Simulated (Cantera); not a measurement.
Input (Python, Cantera):

```python
import numpy as np
import cantera as ct

gas = ct.Solution("gri30.yaml")
gas.TPX = 1000, 1500000, {'CO': 1, 'H2': 0.24, 'O2': 1.51, 'N2': 13.8}
reactor = ct.IdealGasConstPressureReactor(gas, energy="on", clone=False)
net = ct.ReactorNet([reactor])
net.rtol, net.atol = 1e-08, 1e-16
show = ['CO', 'H2', 'O2', 'H2O2', 'N2O', 'HO2']
times = np.geomspace(1e-06, 0.2, 10)

steps = ct.SolutionArray(gas, extra=["t"])
rows = []
print(f"{'t/s':>10s}{'T/K':>9s}{'P/Pa':>11s}" + "".join(f"{s:>11s}" for s in show))
for t in times:
    while net.time < t:
        t_next = net.step()
        steps.append(gas.state, t=t_next)
    rows.append([np.interp(t, steps.t, y) for y in (steps.T, steps.P, *steps(*show).X.T)])
    print(f"{t:10.3e}{rows[-1][0]:9.1f}{rows[-1][1]:11.4g}" + "".join(f"{x:11.3e}" for x in rows[-1][2:]))
rate = np.gradient(steps.T, steps.t)
print("integrator steps:", len(steps.t))
if steps.T.max() > steps.T[0] + 200:
    print(f"time of steepest temperature rise: {steps.t[rate.argmax()]:.4e} s")
gas.TPX = 1000, 1500000, {'CO': 1, 'H2': 0.24, 'O2': 1.51, 'N2': 13.8}
gas.equilibrate("HP")
print(f"equilibrium (HP): T = {gas.T:.1f} K  " + "  ".join(f"{s} {gas[s].X[0]:.3e}" for s in show))
```

Result:

```
       t/s      T/K       P/Pa         CO         H2         O2       H2O2        N2O        HO2
 1.000e-06   1000.0    1.5e+06  6.042e-02  1.450e-02  9.124e-02  3.818e-15  5.055e-16  5.823e-11
 3.882e-06   1000.0    1.5e+06  6.042e-02  1.450e-02  9.124e-02  1.263e-13  5.038e-15  4.928e-10
 1.507e-05   1000.0    1.5e+06  6.042e-02  1.450e-02  9.124e-02  3.178e-12  2.986e-14  2.814e-09
 5.848e-05   1000.0    1.5e+06  6.042e-02  1.450e-02  9.124e-02  5.769e-11  1.330e-13  1.233e-08
 2.270e-04   1000.0    1.5e+06  6.042e-02  1.450e-02  9.124e-02  9.658e-10  6.128e-13  5.465e-08
 8.811e-04   1000.0    1.5e+06  6.042e-02  1.450e-02  9.124e-02  2.117e-08  4.237e-12  3.356e-07
 3.420e-03   1001.1    1.5e+06  6.034e-02  1.446e-02  9.118e-02  2.313e-06  1.056e-10  4.090e-06
 1.327e-02   1061.6    1.5e+06  5.609e-02  1.144e-02  8.766e-02  1.217e-04  9.318e-09  4.042e-05
 5.153e-02   1600.4    1.5e+06  1.383e-06  1.103e-07  5.586e-02  4.945e-09  2.546e-07  1.074e-07
 2.000e-01   1600.4    1.5e+06  1.383e-06  1.103e-07  5.586e-02  4.945e-09  2.546e-07  1.074e-07
integrator steps: 1441
time of steepest temperature rise: 1.6454e-02 s
equilibrium (HP): T = 1597.8 K  CO 1.343e-06  H2 1.076e-07  O2 5.534e-02  H2O2 4.858e-09  N2O 2.513e-07  HO2 1.050e-07
```

Cantera simulation using GRI-Mech 3.0 (53 species, 325 reactions); the numbers are that mechanism's predictions, not measurements. The hydrogen kinetics of GRI-Mech 3.0 are dated; newer H2 mechanisms differ, most at raised pressure. The pressure lies above the range GRI-Mech 3.0 was tuned for (to about 10 atm).
